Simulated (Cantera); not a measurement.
**Abatement and gas-phase synthesis: NH3 + SO2 + N2**

Input: 1 mol NH3, 0.48 mol SO2, 0.57 mol N2, at 900 Torr.

These are equilibrium values from Cantera (NASA tables, ideal gas, pure condensed phases), not measurements of a reactor. Candidate condensed phases: H2O, H2SO4, S; 35 gas species. Gases not in the tables: S3 to S7. Kinetics and transport are ignored.

From 825 K to 2025 K nothing is condensed.

```
T (K)   x N2  x H2O    x H2   x H2S      x S2     x SO2
-----  -----  -----  ------  ------  --------  --------
825    0.416  0.374  0.0234   0.187   2.98e-5   3.90e-7
925    0.416  0.373  0.0243   0.186  0.000459   1.14e-5
1025   0.415  0.372  0.0294   0.180   0.00288  0.000105
1125   0.413  0.369  0.0411   0.168   0.00837  0.000369
1225   0.409  0.365  0.0581   0.150    0.0162  0.000823
1325   0.405  0.360  0.0783   0.129    0.0252   0.00152
1425   0.401  0.354  0.0997   0.108    0.0342   0.00254
1525   0.397  0.347   0.121  0.0875    0.0421   0.00400
1625   0.393  0.339   0.140  0.0701    0.0483   0.00597
1725   0.390  0.331   0.158  0.0558    0.0524   0.00848
1825   0.387  0.321   0.174  0.0444    0.0546    0.0115
1925   0.384  0.310   0.189  0.0355    0.0550    0.0148
2025   0.381  0.298   0.203  0.0285    0.0538    0.0182
```
x: gas mole fraction; nothing condenses.
